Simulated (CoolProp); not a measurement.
CF4 (R14) along the isotherm 255.7 K: density (kg/m³) from the reference equation and from simpler models built on Tc = 227.4 K, pc = 3.762 MPa, ω = 0.178; each cubic takes its own stable root.

The numbers come from the reference Helmholtz-energy equation of state, Platzer 1990 in CoolProp. This equation is an older, rougher fit; its heat capacities, sound speeds and derivatives of the liquid may be far off and weren't checked against measurements.

```tsv
p (MPa)	phase	reference
0.588	gas	25.28
1.18	gas	52.87
1.76	gas	82.37
2.35	gas	115.4
2.94	gas	152.3
3.53	gas	194.1
4.12	supercritical	242.2
4.7	supercritical	297.8
5.29	supercritical	365.2
5.88	supercritical	444.8
6.47	supercritical	532.6
7.05	supercritical	617.1
7.64	supercritical	691.7
8.23	supercritical	752.5
8.82	supercritical	801.2
9.41	supercritical	840.9
```

Question: How far does each simpler model (Redlich-Kwong, Soave-Redlich-Kwong, Peng-Robinson) lie from the reference over these 16 states: mean and median of the absolute difference, and the worst?

Answer: 
- Redlich-Kwong: mean 2.1 %, median 2.1 %, worst -4.2 % at 255.7 K and 9.41 MPa
- Soave-Redlich-Kwong: mean 3.9 %, median 2.0 %, worst -9.6 % at 255.7 K and 8.23 MPa
- Peng-Robinson: mean 2.1 %, median 2.2 %, worst +3.3 % at 255.7 K and 4.12 MPa
